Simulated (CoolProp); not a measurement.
Vapour-liquid equilibrium of ethanol (1) + dimethyl carbonate (2) at 288.4 K; x and y are mole fractions of (1).

Computed with CoolProp (multi-fluid Helmholtz-energy mixture model, Schroeder 2014 and Zhou 2011; pair parameters Bell 2016).

```json
[
 {"x": "0.05", "bubble pressure (MPa)": "0.004966", "y at the bubble point": "0.171", "dew pressure at overall composition x (MPa)": "0.004490", "liquid density (mol/L)": "12.11"},
 {"x": "0.125", "bubble pressure (MPa)": "0.005626", "y at the bubble point": "0.314", "dew pressure at overall composition x (MPa)": "0.004775", "liquid density (mol/L)": "12.38"},
 {"x": "0.2", "bubble pressure (MPa)": "0.006024", "y at the bubble point": "0.393", "dew pressure at overall composition x (MPa)": "0.005091", "liquid density (mol/L)": "12.66"},
 {"x": "0.275", "bubble pressure (MPa)": "0.006254", "y at the bubble point": "0.443", "dew pressure at overall composition x (MPa)": "0.005438", "liquid density (mol/L)": "12.96"},
 {"x": "0.35", "bubble pressure (MPa)": "0.006379", "y at the bubble point": "0.475", "dew pressure at overall composition x (MPa)": "0.005808", "liquid density (mol/L)": "13.29"},
 {"x": "0.425", "bubble pressure (MPa)": "0.006439", "y at the bubble point": "0.498", "dew pressure at overall composition x (MPa)": "0.006175", "liquid density (mol/L)": "13.63"},
 {"x": "0.5", "bubble pressure (MPa)": "0.006460", "y at the bubble point": "0.516", "dew pressure at overall composition x (MPa)": "0.006442", "liquid density (mol/L)": "14.00"},
 {"x": "0.575", "bubble pressure (MPa)": "0.006455", "y at the bubble point": "0.532", "dew pressure at overall composition x (MPa)": "0.006339", "liquid density (mol/L)": "14.40"},
 {"x": "0.65", "bubble pressure (MPa)": "0.006421", "y at the bubble point": "0.550", "dew pressure at overall composition x (MPa)": "0.005981", "liquid density (mol/L)": "14.82"},
 {"x": "0.725", "bubble pressure (MPa)": "0.006340", "y at the bubble point": "0.575", "dew pressure at overall composition x (MPa)": "0.005591", "liquid density (mol/L)": "15.27"},
 {"x": "0.8", "bubble pressure (MPa)": "0.006168", "y at the bubble point": "0.613", "dew pressure at overall composition x (MPa)": "0.005221", "liquid density (mol/L)": "15.76"},
 {"x": "0.875", "bubble pressure (MPa)": "0.005823", "y at the bubble point": "0.680", "dew pressure at overall composition x (MPa)": "0.004884", "liquid density (mol/L)": "16.28"},
 {"x": "0.95", "bubble pressure (MPa)": "0.005151", "y at the bubble point": "0.815", "dew pressure at overall composition x (MPa)": "0.004580", "liquid density (mol/L)": "16.83"}
]
```

y crosses x between x = 0.5 and 0.575: the model has an azeotrope there.

The pair parameters rest on a limited set of measurements; away from them the model extrapolates.
